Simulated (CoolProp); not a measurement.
A closed Brayton cycle with carbon dioxide: compressor inlet 324.15 K and 8.8 MPa, high pressure 25.8 MPa, turbine inlet 705 K, compressor efficiency 0.85, turbine efficiency 0.9, recuperator effectiveness 0.8 (on enthalpy, no pinch check). Each further row changes one setting.

The numbers come from the reference Helmholtz-energy equation of state, Span 1996 in CoolProp.

```json
[
 {"case": "as stated", "thermal efficiency (%)": "26.0", "net work (kJ/kg)": "63.3", "compressor to turbine work": "0.46", "compressor exit (K)": "409.1", "turbine exit (K)": "587.4"},
 {"case": "turbine inlet 655 K", "thermal efficiency (%)": "23.8", "net work (kJ/kg)": "52.8", "compressor to turbine work": "…", "compressor exit (K)": "409.1", "turbine exit (K)": "541.7"},
 {"case": "compressor inlet 334.15 K", "thermal efficiency (%)": "…", "net work (kJ/kg)": "55.4", "compressor to turbine work": "0.52", "compressor exit (K)": "…", "turbine exit (K)": "587.4"},
 {"case": "high pressure 21.9 MPa", "thermal efficiency (%)": "25.1", "net work (kJ/kg)": "…", "compressor to turbine work": "0.43", "compressor exit (K)": "395.8", "turbine exit (K)": "604.9"},
 {"case": "recuperator effectiveness 0.5", "thermal efficiency (%)": "20.7", "net work (kJ/kg)": "63.3", "compressor to turbine work": "0.46", "compressor exit (K)": "409.1", "turbine exit (K)": "587.4"}
]
```

Problem. Fill in the missing entries.

Solution. 
- turbine inlet 655 K, compressor to turbine work: 0.50
- compressor inlet 334.15 K, thermal efficiency (%): 24.3
- compressor inlet 334.15 K, compressor exit (K): 428.0
- high pressure 21.9 MPa, net work (kJ/kg): 57.2
